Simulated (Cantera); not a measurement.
Charge: 1 mol AlN, a varied amount of O2, equilibrated at 1298.15 K and 75.0 Torr.

Method: chemical equilibrium by Gibbs-energy minimisation in Cantera with the NASA 1993 tables (ideal gas, pure condensed phases). Candidate condensed phases: Al, AlN, Al2O3; 16 gas species. Kinetics and transport are ignored.

**Question.** At 12 mol O2, list the 3 most abundant gas species with their mole fractions, and the condensed phases.

**Answer.** O2 0.957, N2 0.0425, NO 0.000194. Condensed: Al2O3(s).
